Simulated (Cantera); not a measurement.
An adiabatic, constant-pressure homogeneous reactor starts with 29.1 % H2, 14.8 % O2, 55.8 % N2, 0.230 % NO, at 1775 K and 85000 Pa.

Cantera simulation using GRI-Mech 3.0 (53 species, 325 reactions); the numbers are that mechanism's predictions, not measurements.

x: mole fraction; the columns are a selection and need not sum to one.

```json
[
 {"t (s)": "3.00e-6", "T (K)": "1775", "x H2": "0.290", "x O2": "0.148", "x NO": "0.00230", "x O": "3.56e-5", "x N2": "0.558", "x H": "0.000243"},
 {"t (s)": "8.63e-6", "T (K)": "1898", "x H2": "0.0682", "x O2": "0.0432", "x NO": "0.00231", "x O": "0.0322", "x N2": "0.561", "x H": "0.113"},
 {"t (s)": "2.48e-5", "T (K)": "2225", "x H2": "0.0652", "x O2": "0.0336", "x NO": "0.00241", "x O": "0.0294", "x N2": "0.576", "x H": "0.0838"},
 {"t (s)": "7.15e-5", "T (K)": "?", "x H2": "0.0628", "x O2": "?", "x NO": "?", "x O": "?", "x N2": "0.594", "x H": "?"},
 {"t (s)": "0.000206", "T (K)": "2885", "x H2": "0.0565", "x O2": "0.0221", "x NO": "0.00405", "x O": "0.0139", "x N2": "0.607", "x H": "0.0325"},
 {"t (s)": "0.000592", "T (K)": "2908", "x H2": "0.0564", "x O2": "0.0205", "x NO": "0.00782", "x O": "0.0128", "x N2": "0.607", "x H": "0.0306"},
 {"t (s)": "0.00170", "T (K)": "2904", "x H2": "0.0570", "x O2": "0.0195", "x NO": "0.0110", "x O": "0.0123", "x N2": "0.606", "x H": "0.0304"},
 {"t (s)": "0.00490", "T (K)": "2904", "x H2": "0.0570", "x O2": "0.0194", "x NO": "0.0113", "x O": "0.0123", "x N2": "0.606", "x H": "0.0304"},
 {"t (s)": "0.0141", "T (K)": "2904", "x H2": "0.0570", "x O2": "0.0194", "x NO": "0.0113", "x O": "0.0123", "x N2": "0.606", "x H": "0.0304"},
 {"t (s)": "0.0406", "T (K)": "2904", "x H2": "0.0570", "x O2": "0.0194", "x NO": "0.0113", "x O": "0.0123", "x N2": "0.606", "x H": "0.0304"},
 {"t (s)": "0.117", "T (K)": "2904", "x H2": "0.0570", "x O2": "0.0194", "x NO": "0.0113", "x O": "0.0123", "x N2": "0.606", "x H": "0.0304"},
 {"t (s)": "0.336", "T (K)": "2904", "x H2": "0.0570", "x O2": "0.0194", "x NO": "0.0113", "x O": "0.0123", "x N2": "0.606", "x H": "0.0304"},
 {"t (s)": "0.966", "T (K)": "2904", "x H2": "0.0570", "x O2": "0.0194", "x NO": "0.0113", "x O": "0.0123", "x N2": "0.606", "x H": "0.0304"},
 {"t (s)": "2.78", "T (K)": "2904", "x H2": "0.0570", "x O2": "0.0194", "x NO": "0.0113", "x O": "0.0123", "x N2": "0.606", "x H": "0.0304"},
 {"t (s)": "8.00", "T (K)": "2904", "x H2": "0.0570", "x O2": "0.0194", "x NO": "0.0113", "x O": "0.0123", "x N2": "0.606", "x H": "0.0304"}
]
```

Q: Some entries are withheld; supply them.

A: 
- 7.15e-5, T (K): 2607
- 7.15e-5, x O2: 0.0273
- 7.15e-5, x NO: 0.00266
- 7.15e-5, x O: 0.0208
- 7.15e-5, x H: 0.0521
